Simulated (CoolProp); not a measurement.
Vapour-liquid equilibrium of benzene (1) + o-xylene (2) at 1.44 MPa; x and y are mole fractions of (1).

Values from CoolProp's multi-fluid Helmholtz-energy mixture model, Thol 2012 and Zhou 2012; pair parameters Bell 2016.

```
x     bubble temperature (°C)  y at the bubble point  dew temperature at overall composition x (°C)  liquid density (mol/L)
----  -----------------------  ---------------------  ---------------------------------------------  ----------------------
0.05                    277.6                  0.094                                          280.0                       …
0.2                     261.4                  0.364                                              …                   6.189
0.35                    245.1                  0.581                                          262.3                   6.604
0.5                     231.0                  0.733                                          251.6                   7.009
0.65                    219.6                  0.837                                          239.0                   7.405
0.8                     210.4                  0.914                                          223.9                       …
0.95                    202.5                  0.979                                          206.0                   8.255
```

Task: Some entries are withheld; supply them.

Result: 
- 0.05, liquid density (mol/L): 5.785
- 0.2, dew temperature at overall composition x (°C): 271.7
- 0.8, liquid density (mol/L): 7.810

No azeotrope shows between x = 0.05 and 0.95.

Pair parameters are fitted to limited data, so mixtures are less certain than the pure fluids.
